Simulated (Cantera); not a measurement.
## MgO + HCl (chemical vapour transport)

Feed: 1 mol MgO, 0.14 mol HCl, equilibrated at 10000 Pa.

These are equilibrium values from Cantera (NASA tables, ideal gas, pure condensed phases), not measurements of a reactor. Candidate condensed phases: H2O, Mg, MgCl2, MgO, Mg(OH)2; 22 gas species. Kinetics and transport are ignored.

From 1200 K to 1600 K the condensed part is MgO(s). The main Mg-bearing gas is MgCl2 throughout.

```json
[
 {"T (K)": "1200", "x HCl": "0.965", "x MgCl2": "0.0176", "x H2O": "0.0176", "x Cl": "6.95e-5", "x H2": "5.64e-5", "x Cl2": "2.16e-5", "x OH": "1.17e-8", "n MgO(s)": "0.998"},
 {"T (K)": "1250", "x HCl": "0.953", "x MgCl2": "0.0232", "x H2O": "0.0232", "x Cl": "0.000130", "x H2": "9.24e-5", "x Cl2": "2.76e-5", "x OH": "3.80e-8", "n MgO(s)": "0.997"},
 {"T (K)": "1300", "x HCl": "0.940", "x MgCl2": "0.0297", "x H2O": "0.0297", "x Cl": "0.000228", "x H2": "0.000148", "x Cl2": "3.38e-5", "x OH": "1.12e-7", "n MgO(s)": "0.996"},
 {"T (K)": "1350", "x HCl": "0.925", "x MgCl2": "0.0372", "x H2O": "0.0372", "x Cl": "0.000382", "x H2": "0.000231", "x Cl2": "4.01e-5", "x OH": "2.99e-7", "n MgO(s)": "0.995"},
 {"T (K)": "1400", "x HCl": "0.908", "x MgCl2": "0.0457", "x H2O": "0.0457", "x Cl": "0.000612", "x H2": "0.000353", "x Cl2": "4.64e-5", "x OH": "7.43e-7", "n MgO(s)": "0.994"},
 {"T (K)": "1450", "x HCl": "0.889", "x MgCl2": "0.0550", "x H2O": "0.0550", "x Cl": "0.000944", "x H2": "0.000525", "x Cl2": "5.24e-5", "x OH": "1.72e-6", "n MgO(s)": "0.992"},
 {"T (K)": "1500", "x HCl": "0.868", "x MgCl2": "0.0651", "x H2O": "0.0651", "x Cl": "0.00141", "x H2": "0.000764", "x Cl2": "5.81e-5", "x OH": "3.74e-6", "n MgO(s)": "0.991"},
 {"T (K)": "1550", "x HCl": "0.845", "x MgCl2": "0.0759", "x H2O": "0.0759", "x Cl": "0.00204", "x H2": "0.00109", "x Cl2": "6.35e-5", "x OH": "7.71e-6", "n MgO(s)": "0.989"},
 {"T (K)": "1600", "x HCl": "0.821", "x MgCl2": "0.0872", "x H2O": "0.0871", "x Cl": "0.00287", "x H2": "0.00151", "x Cl2": "6.83e-5", "x OH": "1.51e-5", "n MgO(s)": "0.988"}
]
```
x: gas mole fraction; n: condensed amount in mol.
